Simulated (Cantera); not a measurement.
Charge: 1 mol C₂H₆, 0.17 mol CO₂, 0.35 mol NH₃, held at 0.960 bar.

Method: chemical equilibrium by Gibbs-energy minimisation in Cantera with the NASA 1993 tables (ideal gas, pure condensed phases). Candidate condensed phases: C, C₆H₆, C₇H₈, C₈H₁₈, H₂O; 136 gas species. Kinetics and transport are ignored.

x: gas mole fraction; n: condensed amount in mol.

```tsv
T (K)	x H₂	x CO	x N₂	x HCN	x H	x C₂H₂ (acetylene)	x CH₄	n C(graphite)
1825	0.871	0.0842	0.0426	[?]	0.000419	0.000187	0.000516	1.82
1875	0.870	0.0842	0.0424	[?]	0.000624	0.000276	0.000441	1.82
1925	0.870	0.0841	0.0422	[?]	0.000910	0.000398	0.000379	1.82
1975	0.869	0.0841	0.0420	[?]	0.00130	0.000564	0.000329	1.81
2025	0.868	0.0841	0.0417	[?]	0.00183	0.000786	0.000288	1.81
2075	0.867	0.0841	0.0413	[?]	0.00253	0.00108	0.000253	1.80
2125	0.865	0.0840	0.0409	[?]	0.00345	0.00145	0.000224	1.80
2175	0.863	0.0840	0.0404	[?]	0.00463	0.00193	0.000199	1.79
```

Problem. Complete the blanks.

Solution. 
- 1825, x HCN: 0.00133
- 1875, x HCN: 0.00168
- 1925, x HCN: 0.00208
- 1975, x HCN: 0.00255
- 2025, x HCN: 0.00309
- 2075, x HCN: 0.00371
- 2125, x HCN: 0.00441
- 2175, x HCN: 0.00519
